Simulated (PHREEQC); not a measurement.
PHREEQC input (Pitzer model, pitzer.dat):

```
SOLUTION 1
  temp 75
  units mol/kgw
  pH 7 charge
  Cl 0.3
  K 0.19
  Na 0.11
END
USE solution 1
INCREMENTAL_REACTIONS false
REACTION 1
  H2O -1
  0 9.886 18.011 24.689 30.178 34.689 38.397 41.444
  43.949 46.007 47.699 49.089 50.232 51.172 51.944 52.578
  53.1 53.528 53.88 54.17 54.408 54.603 54.764 54.896
  55.005 55.094 55.168 55.228 moles
EQUILIBRIUM_PHASES 1
  Halite 0 0
  Sylvite 0 0
SELECTED_OUTPUT 1
  -reset false
  -pH true
  -pe true
  -ionic_strength true
  -water true
  -activities H2O
  -totals Cl K Na
  -molalities H+ Na+ K+ Cl- OH-
  -equilibrium_phases Halite Sylvite
PRINT
  -reset false
END
```

Selected output (columns that matter, 19 of 28 rows; water left (kg) added in front):

```
water left (kg)	pH	mu	Cl	K	Na	m_H+	m_Na+	m_K+	m_Cl-	m_OH-	la_H2O	Halite	Sylvite
1	6.3281	0.3	0.3	0.19	0.11	6.4404e-07	0.11	0.19	0.3	6.4404e-07	-0.0042631	0	0
0.675514	6.3209	0.44411	0.44411	0.28127	0.16284	6.5723e-07	0.16284	0.28127	0.44411	6.5723e-07	-0.0062976	0	0
0.555203	6.3162	0.54034	0.54034	0.34222	0.19813	6.6132e-07	0.19813	0.34222	0.54034	6.6132e-07	-0.0076639	0	0
0.456313	6.3104	0.65744	0.65744	0.41638	0.24106	6.6306e-07	0.24106	0.41638	0.65744	6.6306e-07	-0.0093365	0	0
0.30824	6.2952	0.97327	0.97327	0.6164	0.35687	6.5687e-07	0.35687	0.6164	0.97327	6.5687e-07	-0.013913	0	0
0.208215	6.2729	1.4408	1.4408	0.91252	0.5283	6.3265e-07	0.5283	0.91252	1.4408	6.3265e-07	-0.020889	0	0
0.171138	6.2581	1.753	1.753	1.1102	0.64276	6.1168e-07	0.64276	1.1102	1.753	6.1168e-07	-0.025693	0	0
0.140655	6.2402	2.1329	2.1329	1.3508	0.78206	5.8376e-07	0.78206	1.3508	2.1329	5.8376e-07	-0.031704	0	0
0.0950203	6.1922	3.1572	3.1572	1.9996	1.1576	5.0563e-07	1.1576	1.9996	3.1572	5.0563e-07	-0.048829	0	0
0.0641769	6.1218	4.6746	4.6746	2.9606	1.714	4.0082e-07	1.714	2.9606	4.6746	4.0082e-07	-0.076503	0	0
0.0527548	6.0751	5.6867	5.6867	3.6016	2.0851	3.4264e-07	2.0851	3.6016	5.6867	3.4264e-07	-0.096263	0	0
0.0433504	6.018	6.9204	6.9203	4.3829	2.5375	2.8428e-07	2.5375	4.3829	6.9203	2.8428e-07	-0.12141	0	0
0.0292979	5.905	8.0951	8.0951	4.3405	3.7545	2.3724e-07	3.7545	4.3405	8.0951	2.3724e-07	-0.14917	0	0.062831
0.0197855	5.8175	8.5957	8.5957	3.8332	4.7624	2.1864e-07	4.7624	3.8332	8.5957	2.1864e-07	-0.1638	0.015773	0.11416
0.0162724	5.8175	8.5957	8.5957	3.8332	4.7624	2.1864e-07	4.7624	3.8332	8.5957	2.1864e-07	-0.1638	0.032504	0.12762
0.0133718	5.8175	8.5957	8.5957	3.8332	4.7624	2.1864e-07	4.7624	3.8332	8.5957	2.1864e-07	-0.1638	0.046318	0.13874
0.00902993	5.8175	8.5957	8.5957	3.8332	4.7624	2.1864e-07	4.7624	3.8332	8.5957	2.1864e-07	-0.1638	0.066996	0.15539
0.00609332	5.8175	8.5957	8.5957	3.8332	4.7624	2.1864e-07	4.7624	3.8332	8.5957	2.1864e-07	-0.1638	0.080981	0.16664
0.00501236	5.8175	8.5957	8.5957	3.8332	4.7624	2.1864e-07	4.7624	3.8332	8.5957	2.1864e-07	-0.1638	0.086129	0.17079
```

Complexes and solids missing from the database can't appear. Away from 25 °C the constants follow the database's enthalpies or fits; those with neither stay at their 25 °C values.
